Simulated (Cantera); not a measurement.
A closed system holds: 1 mol Si, 1.4 mol O2, 59 mol N2, 1.5 mol NH3, at 1550 K and 0.230 bar.

Equilibrium computed with Cantera from the NASA thermochemical tables; the gas is ideal and each condensed phase is pure. Candidate condensed phases: H2O, Si, SiO2, Si2N2O, Si3N4; 35 gas species. The tables hold silica as quartz up to 1696 K and as liquid above; real silica turns to tridymite and cristobalite and melts near 1996 K. The numbers say what is thermodynamically allowed, not how fast it happens.

Q: What is the equilibrium state?

A: 
* **x(N2)**: 0.964
* **x(H2)**: 0.0234
* **x(H2O)**: 0.0129
* **x(H)**: 1.00e-5
* **n(SiO2(β-quartz))**: 1.000 mol
* **gas amount**: 62.00 mol
* **log10 activity of Si(s) (absent)**: -9.99
